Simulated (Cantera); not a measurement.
Premixed flame

A freely propagating, adiabatic, planar premixed flame of H2 : O2 : N2 : H2O = 1 : 0.847 : 4.15 : 1.1 (molar parts), equivalence ratio 0.59, unburnt at 525 K and 82.5 Torr; mixture-averaged transport, grid criteria slope 0.08 and curve 0.16, no radiation.

Detailed kinetics in Cantera: the H2/O2 subset of GRI-Mech 3.0, which has no nitrogen chemistry. Burning velocities carry a grid error of a few per cent, more on coarse grids. Lean hydrogen flames are cellular in practice and burn faster than this planar one.

```json
[
 {"z (mm)": "-20.4", "T (K)": "525", "u (m/s)": "1.51", "x H2": "0.141", "x O2": "0.119", "x H2O": "0.155", "x OH": "<1e-8", "x H2O2": "<1e-8", "x O": "<1e-8"},
 {"z (mm)": "-13.6", "T (K)": "525", "u (m/s)": "1.51", "x H2": "0.141", "x O2": "0.119", "x H2O": "0.155", "x OH": "<1e-8", "x H2O2": "<1e-8", "x O": "<1e-8"},
 {"z (mm)": "-10.2", "T (K)": "525", "u (m/s)": "1.51", "x H2": "0.141", "x O2": "0.119", "x H2O": "0.155", "x OH": "<1e-8", "x H2O2": "<1e-8", "x O": "<1e-8"},
 {"z (mm)": "-6.81", "T (K)": "525", "u (m/s)": "1.51", "x H2": "0.139", "x O2": "0.120", "x H2O": "0.155", "x OH": "<1e-8", "x H2O2": "9.31e-8", "x O": "1.86e-8"},
 {"z (mm)": "-3.40", "T (K)": "564", "u (m/s)": "1.60", "x H2": "0.124", "x O2": "0.120", "x H2O": "0.161", "x OH": "4.88e-5", "x H2O2": "7.78e-6", "x O": "9.19e-6"},
 {"z (mm)": "-1.70", "T (K)": "731", "u (m/s)": "2.03", "x H2": "0.0962", "x O2": "0.114", "x H2O": "0.183", "x OH": "0.000264", "x H2O2": "4.22e-6", "x O": "0.000150"},
 {"z (mm)": "0", "T (K)": "979", "u (m/s)": "2.68", "x H2": "0.0537", "x O2": "0.0937", "x H2O": "0.229", "x OH": "0.000892", "x H2O2": "9.18e-7", "x O": "0.00160"},
 {"z (mm)": "1.70", "T (K)": "1162", "u (m/s)": "3.16", "x H2": "0.0223", "x O2": "0.0705", "x H2O": "0.271", "x OH": "0.00250", "x H2O2": "1.41e-6", "x O": "0.00366"},
 {"z (mm)": "3.40", "T (K)": "1263", "u (m/s)": "3.43", "x H2": "0.0123", "x O2": "0.0612", "x H2O": "0.288", "x OH": "0.00366", "x H2O2": "1.48e-6", "x O": "0.00407"},
 {"z (mm)": "6.81", "T (K)": "1362", "u (m/s)": "3.68", "x H2": "0.00857", "x O2": "0.0573", "x H2O": "0.297", "x OH": "0.00428", "x H2O2": "1.01e-6", "x O": "0.00331"},
 {"z (mm)": "13.6", "T (K)": "1444", "u (m/s)": "3.88", "x H2": "0.00566", "x O2": "0.0551", "x H2O": "0.305", "x OH": "0.00412", "x H2O2": "5.54e-7", "x O": "0.00212"},
 {"z (mm)": "27.2", "T (K)": "1499", "u (m/s)": "4.02", "x H2": "0.00296", "x O2": "0.0538", "x H2O": "0.311", "x OH": "0.00331", "x H2O2": "2.91e-7", "x O": "0.00108"},
 {"z (mm)": "54.4", "T (K)": "1529", "u (m/s)": "4.09", "x H2": "0.00121", "x O2": "0.0533", "x H2O": "0.314", "x OH": "0.00223", "x H2O2": "1.49e-7", "x O": "0.000434"}
]
```
x: mole fraction of selected species; z is measured from the peak of heat release.

```json
{
 "laminar_burning_velocity": "151 cm/s",
 "thermal_thickness": "6.81 mm",
 "peak x(OH)": "0.00432",
 "peak x(H2O2)": "8.19e-6",
 "peak x(O)": "0.00408",
 "grid_points": "107"
}
```
